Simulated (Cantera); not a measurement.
Input: 1 mol Fe(CO)5, 0.44 mol CO, 31 mol N2, equilibrated at 0.660 bar.

Cantera equilibrium calculation (NASA polynomials, part measured and part estimated; ideal gas, pure solids and liquids). Candidate condensed phases: C, Fe, Fe(CO)5, FeO, Fe2O3, Fe3O4; 27 gas species. Condensed phases not in the tables: cementite and carbon dissolved in iron. Equilibrium is a limit: real reactors are often held back by kinetics, nucleation or transport.

Problem. At 1050 °C, list the 3 most abundant gas species with their mole fractions, and the condensed phases.

Solution. N2 0.851, CO 0.149, CO2 5.80e-5. Condensed: C(graphite) + Fe(γ).
